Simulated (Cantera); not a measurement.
# Equilibrium for silicon nitride deposition: Si2Cl6 + NH3

A closed system holds: 1 mol Si2Cl6, 4.4 mol NH3, equilibrated at 5.20 Pa.

Method: chemical equilibrium by Gibbs-energy minimisation in Cantera with the NASA 1993 tables (ideal gas, pure condensed phases). Candidate condensed phases: NH4Cl, Si, Si3N4; 28 gas species. The feed counts by its element totals alone. The tables' values for SiCl, SiCl3, SiN are old estimates; treat these amounts as uncertain. Equilibrium is a limit: real reactors are often held back by kinetics, nucleation or transport.

From 1223 K to 1373 K the condensed part is Si3N4(s). From 1523 K to 2123 K nothing is condensed. The main Si-bearing gas is SiCl2 at 1223 K and Si at 2123 K.

```tsv
T (K)	log p H2	log p HCl	log p H	log p N2	log p SiCl2	log p Cl	log p Si	n Si3N4(s)
1223	-4.68	-4.66	-8.86	-5.21	-5.60	-8.90	-12.85	0.456
1373	-4.62	-4.94	-7.79	-5.04	-5.12	-8.19	-9.72	0.0940
1523	-4.61	-5.06	-6.94	-5.01	-5.06	-7.48	-7.81	0
1673	-4.62	-5.04	-6.25	-5.02	-5.08	-6.78	-6.56	0
1823	-4.68	-4.96	-5.70	-5.04	-5.20	-6.10	-5.79	0
1973	-4.81	-4.90	-5.27	-5.09	-5.51	-5.50	-5.41	0
2123	-4.99	-5.02	-4.94	-5.16	-6.23	-5.11	-5.27	0
```
log p: log10 of the partial pressure in bar; n: condensed amount in mol.
